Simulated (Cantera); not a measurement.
## NH₃ + H₂O (abatement and gas-phase synthesis)

A closed system holds: 1 mol NH₃, 3.7 mol H₂O, at 49.0 mbar.

Method: chemical equilibrium by Gibbs-energy minimisation in Cantera with the NASA 1993 tables (ideal gas, pure condensed phases). Candidate condensed phases: H₂O; 24 gas species. The numbers say what is thermodynamically allowed, not how fast it happens.

| T (K) | log p H₂O | log p H | log p H₂ | log p OH | log p N₂ | log p O | log p O₂ |
|---|---|---|---|---|---|---|---|
| 1300 | -1.50 | -6.90 | -1.89 | -8.39 | -2.37 | <-13 | <-13 |
| 1450 | -1.50 | -5.97 | -1.89 | -7.20 | -2.37 | -11.33 | -11.26 |
| 1600 | -1.50 | -5.21 | -1.89 | -6.22 | -2.37 | -9.62 | -9.57 |
| 1750 | -1.50 | -4.58 | -1.89 | -5.42 | -2.37 | -8.21 | -8.17 |
| 1900 | -1.50 | -4.05 | -1.89 | -4.74 | -2.37 | -7.02 | -6.98 |
| 2050 | -1.50 | -3.59 | -1.89 | -4.16 | -2.37 | -6.00 | -5.97 |
| 2200 | -1.50 | -3.20 | -1.90 | -3.66 | -2.37 | -5.12 | -5.10 |
| 2350 | -1.52 | -2.86 | -1.91 | -3.23 | -2.38 | -4.35 | -4.34 |
| 2500 | -1.55 | -2.56 | -1.92 | -2.87 | -2.39 | -3.70 | -3.72 |
| 2650 | -1.62 | -2.29 | -1.92 | -2.60 | -2.42 | -3.17 | -3.26 |
| 2800 | -1.75 | -2.05 | -1.92 | -2.42 | -2.47 | -2.75 | -2.97 |
| 2950 | -1.96 | -1.85 | -1.96 | -2.34 | -2.54 | -2.44 | -2.84 |
log p: log10 of the partial pressure in bar; nothing condenses.

From 1300 K to 2950 K nothing is condensed.
